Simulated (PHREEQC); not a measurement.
Dissolve 0.12 mol NiSO4, 0.018 mol H3BO3 and 0.27 mol H2SO4 per kg of water at 25 °C. Closed to the air; pH follows from the charge balance.

Equilibrium calculation in PHREEQC: ion-association model, wateq4f.dat.

No solid was allowed to form.

Task: Order these S species by the share of S that they hold, largest first: SO4-2, HSO4-, NiSO4.

Result: HSO4- (75 %), SO4-2 (14 %), NiSO4 (11 %)

The pH is 0.73 and the ionic strength 0.533 mol/kgw. Complexes and solids missing from the database can't appear.
